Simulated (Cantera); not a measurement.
Input (Python, Cantera):

```python
import numpy as np
import cantera as ct

gas = ct.Solution("gri30.yaml")


def delay(T, t_max=10):
    gas.TPX = T, 100000, {'CH4': 1, 'CO': 0.014, 'O2': 1.44, 'N2': 5.43, 'H2O': 0.27}
    reactor = ct.IdealGasConstPressureReactor(gas, clone=False)
    net = ct.ReactorNet([reactor])
    net.rtol, net.atol = 1e-8, 1e-16
    while net.time < t_max:
        t_old, T_old = net.time, reactor.T
        net.step()
        if reactor.T > T + 400:  # ignition: a rise of 400 K
            return t_old + (T + 400 - T_old) / (reactor.T - T_old) * (net.time - t_old)
    return np.nan


taus = []
for T in [1198, 1248, 1298, 1348, 1398, 1448, 1498, 1548, 1598, 1648]:
    taus.append(delay(T))
    print(f"T0 = {T:6g} K   tau = {taus[-1]:.4e} s")
```

It prints:

```
T0 =   1198 K   tau = 6.2796e-02 s
T0 =   1248 K   tau = 3.1342e-02 s
T0 =   1298 K   tau = 1.6136e-02 s
T0 =   1348 K   tau = 8.5457e-03 s
T0 =   1398 K   tau = 4.6519e-03 s
T0 =   1448 K   tau = 2.6064e-03 s
T0 =   1498 K   tau = 1.5073e-03 s
T0 =   1548 K   tau = 9.0251e-04 s
T0 =   1598 K   tau = 5.6064e-04 s
T0 =   1648 K   tau = 3.6144e-04 s
```

Cantera simulation using GRI-Mech 3.0 (53 species, 325 reactions); the numbers are that mechanism's predictions, not measurements.
